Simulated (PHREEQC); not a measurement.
0.01 mol of Fluorite (CaF2) is brought to equilibrium with 1 kg of water holding 30 mmol/kgw NaCl, at 25 °C, the pH being set by adding NaOH or HCl. Oxygen alone is held at its pressure in air (log pO2 = -0.68). No CO2 enters from the air. Only these solids could form: Fluorite.

All values are PHREEQC results (ion-association model, phreeqc.dat), not measurements.

```
pH     dissolved Ca (mol/kgw)  dissolved F (mol/kgw)  CaOH+ (mol/kgw)
-----  ----------------------  ---------------------  ---------------
5                    0.000259               0.000519         2.70e-12
5.67                 0.000258               0.000515       (withheld)
6.33                 0.000257               0.000514         5.74e-11
7                    0.000257               0.000514         2.68e-10
7.67                 0.000257               0.000514       (withheld)
8.33                 0.000257               0.000514       (withheld)
9                    0.000257               0.000514          2.68e-8
9.67                 0.000257               0.000514          1.25e-7
10.33                0.000258               0.000515          5.72e-7
11                   0.000259               0.000519          2.66e-6
11.67                0.000267               0.000535       (withheld)
12.33                0.000299               0.000599          4.95e-5
13                   0.000411               0.000822         0.000174
```

Complete the blanks.


- 5.67, CaOH+ (mol/kgw): 1.26e-11
- 7.67, CaOH+ (mol/kgw): 1.25e-9
- 8.33, CaOH+ (mol/kgw): 5.73e-9
- 11.67, CaOH+ (mol/kgw): 1.21e-5
